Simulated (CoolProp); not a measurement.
Properties of n-pentane at several states (Tc = 196.5 °C, pc = 3.368 MPa, ω = 0.251).

Computed with CoolProp (reference Helmholtz-energy equation of state, Thol 2019).

```tsv
T (°C)	p (MPa)	phase	density (kg/m³)	cv (kJ/(kg K))	viscosity (µPa s)
11.55	19.8	liquid	654.3	1.695	263
296.05	0.704	gas	11.15	2.684	12.5
215.35	0.215	gas	3.895	2.375	11.0
-99.25	1.37	liquid	736.6	1.454	508
```

Viscosity comes from a separate model (Quiñones-Cisneros 2006), older than the equation that it now runs on, and unchecked against measurements.
